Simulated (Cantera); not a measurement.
Charge: 1 mol CuO, 0.52 mol CO, 0.66 mol H₂, equilibrated at 0.500 bar.

Cantera equilibrium calculation (NASA polynomials, part measured and part estimated; ideal gas, pure solids and liquids). Candidate condensed phases: C, C₆H₆, C₇H₈, C₈H₁₈, Cu, CuO, Cu(OH)₂, Cu₂O, H₂O; 113 gas species. Rates play no part. All values below are at 1450 °C.

Base state: H₂O 0.513, CO₂ 0.334, CO 0.106, H₂ 0.0463, Cu 0.000427, H 5.55e-5, OH 3.37e-5 (mole fractions); condensed: Cu(l).

**Question.** What changes in the equilibrium state with this change: CuO replaced by SiO₂?

**Answer.** 
| species | before | after |
|---|---|---|
| H₂ | 0.0463 | 0.558 |
| CO | 0.106 | 0.440 |
| SiO | 0 | 0.000782 |
| H₂O | 0.513 | 0.000649 |
| CO₂ | 0.334 | 0.000146 |
| Cu | 0.000427 | 0 |
| CH₄ | <1e-9 | 1.26e-5 |
| OH | 3.37e-5 | 1.23e-8 |
| H | 5.55e-5 | 0.000193 |
| Cu(l), mol | 0.999 | 0 |
| SiO₂(condensed), mol | 0 | 0.999 |
The tables hold silica as quartz up to 1696 K and as liquid above; real silica turns to tridymite and cristobalite and melts near 1996 K. Further candidate phases: Si, SiC, SiO₂.
